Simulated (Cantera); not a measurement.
A closed system holds: 1 mol C₂H₅OH, 52 mol H₂, 25 mol N₂, held at 2775 K.

Cantera equilibrium calculation (NASA polynomials, part measured and part estimated; ideal gas, pure solids and liquids). Candidate condensed phases: C, C₆H₆, C₇H₈, C₈H₁₈, H₂O; 136 gas species. The ideal-gas law is rough above about 30 bar. Rates play no part.

x: gas mole fraction; nothing condenses.

```json
[
 {"P (Pa)": "10", "x H": "0.791", "x H₂": "0.0112", "x N₂": "0.183", "x CO": "0.00740", "x HCN": "0.000444", "x C": "0.00373", "x CN": "0.00257"},
 {"P (Pa)": "46", "x H": "0.750", "x H₂": "0.0461", "x N₂": "0.189", "x CO": "0.00768", "x HCN": "0.00196", "x C": "0.00173", "x CN": "0.00260"},
 {"P (Pa)": "220", "x H": "0.623", "x H₂": "0.152", "x N₂": "0.209", "x CO": "0.00848", "x HCN": "0.00475", "x C": "0.000461", "x CN": "0.00159"},
 {"P (Pa)": "1000", "x H": "0.423", "x H₂": "0.319", "x N₂": "0.239", "x CO": "0.00973", "x HCN": "0.00691", "x C": "9.52e-5", "x CN": "0.000749"},
 {"P (Pa)": "4600", "x H": "0.240", "x H₂": "0.472", "x N₂": "0.267", "x CO": "0.0109", "x HCN": "0.00824", "x C": "1.92e-5", "x CN": "0.000342"},
 {"P (Pa)": "22000", "x H": "…", "x H₂": "…", "x N₂": "0.285", "x CO": "0.0116", "x HCN": "0.00899", "x C": "…", "x CN": "…"},
 {"P (Pa)": "100000", "x H": "0.0591", "x H₂": "0.623", "x N₂": "0.294", "x CO": "0.0120", "x HCN": "0.00935", "x C": "8.31e-7", "x CN": "7.26e-5"},
 {"P (Pa)": "460000", "x H": "0.0281", "x H₂": "0.649", "x N₂": "0.299", "x CO": "0.0122", "x HCN": "0.00951", "x C": "1.79e-7", "x CN": "3.37e-5"},
 {"P (Pa)": "2200000", "x H": "…", "x H₂": "0.662", "x N₂": "0.301", "x CO": "0.0123", "x HCN": "0.00950", "x C": "…", "x CN": "…"},
 {"P (Pa)": "10000000", "x H": "0.00611", "x H₂": "0.667", "x N₂": "0.303", "x CO": "0.0122", "x HCN": "0.00914", "x C": "7.74e-9", "x CN": "6.85e-6"}
]
```

Task: Complete the blanks.

Result: 
- 22000, x H: 0.121
- 22000, x H₂: 0.572
- 22000, x C: 3.85e-6
- 22000, x CN: 0.000155
- 2200000, x H: 0.0130
- 2200000, x C: 3.68e-8
- 2200000, x CN: 1.52e-5
